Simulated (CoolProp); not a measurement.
Values from CoolProp's reference Helmholtz-energy equation of state, Lemmon 2006. It is a short technical equation, of lower accuracy than the large ones.

Task: For CH3F (R41), give the phase and the density (kg/m³), speed of sound (m/s) at 139.45 °C and 27.6 MPa.

Result: 
- 139.45 °C and 27.6 MPa: supercritical; density 428, speed of sound 441
